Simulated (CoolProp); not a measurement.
Vapour-liquid equilibrium of CH2F2 (R32) (1) + R143a (2) at 2.13 bar; x and y are mole fractions of (1).

Values from CoolProp's multi-fluid Helmholtz-energy mixture model, Tillner-Roth 1997 and Lemmon and Jacobsen 2000; pair parameters Bell 2016.

### Question
Give the bubble temperature and the first vapour's composition at x = 0.35, 0.5, 0.8. Is there an azeotrope?

### Answer
x = 0.35: 238.4 K, y = 0.431; x = 0.5: 237.5 K, y = 0.559; x = 0.8: 236.8 K, y = 0.799. y crosses x between x = 0.65 and 0.8: the model has an azeotrope there.

Pair parameters are fitted to limited data, so mixtures are less certain than the pure fluids.
